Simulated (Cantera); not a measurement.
An adiabatic, constant-volume homogeneous reactor starts with H2 : O2 : N2 : H2O = 1 : 0.847 : 3.19 : 0.25 (molar parts), at 998 K and 1.60 bar. Integrator tolerance rtol = 1e-08.

Cantera simulation using the H2/O2 subset of GRI-Mech 3.0, which has no nitrogen chemistry; the numbers are that mechanism's predictions, not measurements.

What does this change do: initial temperature 998 to 1648 K?


```tsv
quantity	before	after
time of steepest temperature rise	13.6 ms	5.96 µs
temperature at 8.00 s	2529 K	2822 K
equilibrium temperature	2529 K	2822 K
x(H2) at 8.00 s	0.00338 (gas-phase equilibrium 0.00338)	0.0130 (gas-phase equilibrium 0.0130)
x(O2) at 8.00 s	0.0693 (gas-phase equilibrium 0.0693)	0.0662 (gas-phase equilibrium 0.0662)
x(H2O) at 8.00 s	0.249 (gas-phase equilibrium 0.249)	0.223 (gas-phase equilibrium 0.223)
x(OH) at 8.00 s	0.0137 (gas-phase equilibrium 0.0137)	0.0313 (gas-phase equilibrium 0.0313)
x(H) at 8.00 s	0.000870 (gas-phase equilibrium 0.000870)	0.00636 (gas-phase equilibrium 0.00636)
x(HO2) at 8.00 s	1.47e-5 (gas-phase equilibrium 1.47e-5)	2.38e-5 (gas-phase equilibrium 2.38e-5)
x(O) at 8.00 s	0.00230 (gas-phase equilibrium 0.00230)	0.00960 (gas-phase equilibrium 0.00960)
```
